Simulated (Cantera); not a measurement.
An adiabatic, constant-pressure homogeneous reactor starts with CH4 : O2 : N2 = 1 : 2.82 : 10.6 (molar parts), at 1325 K and 10.0 bar. Integrator tolerance rtol = 1e-08.

Model: GRI-Mech 3.0 (53 species, 325 reactions), integrated in Cantera.

```json
[
 {"quantity": "time of steepest temperature rise", "before": "0.955 ms", "after": "1.49 ms"},
 {"quantity": "temperature at 0.300 s", "before": "2599 K", "after": "2299 K"},
 {"quantity": "equilibrium temperature", "before": "2599 K", "after": "2299 K"},
 {"quantity": "x(CH4) at 0.300 s", "before": "<1e-12 (gas-phase equilibrium <1e-12)", "after": "<1e-12 (gas-phase equilibrium <1e-12)"},
 {"quantity": "x(O2) at 0.300 s", "before": "0.0507 (gas-phase equilibrium 0.0507)", "after": "0.0359 (gas-phase equilibrium 0.0359)"},
 {"quantity": "x(NO) at 0.300 s", "before": "0.0128 (gas-phase equilibrium 0.0128)", "after": "0.00660 (gas-phase equilibrium 0.00660)"},
 {"quantity": "x(CH2) at 0.300 s", "before": "<1e-12 (gas-phase equilibrium <1e-12)", "after": "<1e-12 (gas-phase equilibrium <1e-12)"},
 {"quantity": "x(NO2) at 0.300 s", "before": "1.60e-5 (gas-phase equilibrium 1.60e-5)", "after": "9.62e-6 (gas-phase equilibrium 9.62e-6)"},
 {"quantity": "x(CO) at 0.300 s", "before": "0.00546 (gas-phase equilibrium 0.00546)", "after": "0.000914 (gas-phase equilibrium 0.000914)"}
]
```

Q: What was changed between the two runs?
(A) N2 10.6 to 17 parts
(B) pressure from 10.0 bar to 1.10 bar
(C) initial temperature 1325 to 1725 K
(D) constant volume in place of constant pressure

A: A, N2 10.6 to 17 parts
